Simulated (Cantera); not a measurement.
An isothermal, constant-pressure homogeneous reactor starts with NO : N₂ = 1 : 1.8 (molar parts), at 1525 K and 1200 Torr. Integrator tolerance rtol = 1e-08.

Computed with Cantera and GRI-Mech 3.0 (53 species, 325 reactions).

Question: What does this change do: temperature 1525 to 1773 K?

Answer: 
| quantity | before | after |
|---|---|---|
| x(NO) at 2.00 s | 0.347 (gas-phase equilibrium 0.00130) | 0.245 (gas-phase equilibrium 0.00356) |
| x(N₂) at 2.00 s | 0.648 (gas-phase equilibrium 0.821) | 0.699 (gas-phase equilibrium 0.820) |
| x(O₂) at 2.00 s | 0.00481 (gas-phase equilibrium 0.178) | 0.0557 (gas-phase equilibrium 0.177) |
| x(NO₂) at 2.00 s | 0.000387 (gas-phase equilibrium 7.51e-6) | 0.000431 (gas-phase equilibrium 1.10e-5) |
| x(O) at 2.00 s | 3.81e-7 (gas-phase equilibrium 1.90e-6) | 1.82e-5 (gas-phase equilibrium 3.14e-5) |

Question: What does this change do: temperature 1525 to 1673 K?

Answer: 
| quantity | before | after |
|---|---|---|
| x(NO) at 2.00 s | 0.347 (gas-phase equilibrium 0.00130) | 0.308 (gas-phase equilibrium 0.00246) |
| x(N₂) at 2.00 s | 0.648 (gas-phase equilibrium 0.821) | 0.668 (gas-phase equilibrium 0.820) |
| x(O₂) at 2.00 s | 0.00481 (gas-phase equilibrium 0.178) | 0.0244 (gas-phase equilibrium 0.177) |
| x(NO₂) at 2.00 s | 0.000387 (gas-phase equilibrium 7.51e-6) | 0.000462 (gas-phase equilibrium 9.54e-6) |
| x(O) at 2.00 s | 3.81e-7 (gas-phase equilibrium 1.90e-6) | 4.42e-6 (gas-phase equilibrium 1.12e-5) |
